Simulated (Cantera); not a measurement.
Cantera run:

```python
import numpy as np
import cantera as ct

gas_names = """
    Fe H H2 H2S N NH NH2 NH3 N2 N2H2 N2H4 S SH SN S2 S8
""".split()
cond_names = """
    Fe(a) Fe(c) Fe(d) Fe(L) FeS(a) FeS(b) FeS(c) FeS(L) FeS2(s) S(cr1) S(cr2) S(L)
""".split()


# ... load() reads the species with a 1 bar reference pressure and builds the phases ...
atoms = {
    'FeS': {'Fe': 1, 'S': 1},
    'H2': {'H': 2},
    'N2': {'N': 2},
}
top_T = {'FeS2(s)': 1010}  # K; cautious upper limits of use, not melting points


# ... equilibrate(T, P, feed) seeds the gas with the atoms and calls Mixture.equilibrate('TP', solver="vcs", rtol=1e-11, max_steps=5000) ...
results = []
feed = {'FeS': 1, 'H2': 1.7, 'N2': 2.9}  # mol
T = 1375  # K
P = 4400  # Pa
mix = equilibrate(T, P, feed)
results.append((T, P, feed, dict(zip(mix.species_names, mix.species_moles))))
x = sorted(zip(gas.X, gas.species_names), reverse=True)
print(f"T = {T:g} K  P = {P:g} Pa  gas = {mix.phase_moles(0):.4g} mol")
print("   x: " + "  ".join(f"{s} {v:.3e}" for v, s in x if v > 1e-06))
print("   condensed (mol): " + ("  ".join(f"{mix.phase(i).name} {mix.phase_moles(i):.4g}"
      for i in range(1, mix.n_phases) if mix.phase_moles(i) > 1e-12) or "none"))
```

Result:

```
T = 1375 K  P = 4400 Pa  gas = 4.6 mol
   x: N2 6.304e-01  H2 3.659e-01  H2S 3.626e-03  S2 4.513e-05  SH 3.831e-05  H 9.881e-06
   condensed (mol): Fe(c) 0.01727  FeS(c) 0.9827
```

Equilibrium computed with Cantera from the NASA thermochemical tables; the gas is ideal and each condensed phase is pure. Metal and sulfide melt together well below either melting point, which pure phases cannot show. Mutual solubility and eutectic melting of coexisting phases are not modelled. FeS: taken at fixed stoichiometry.
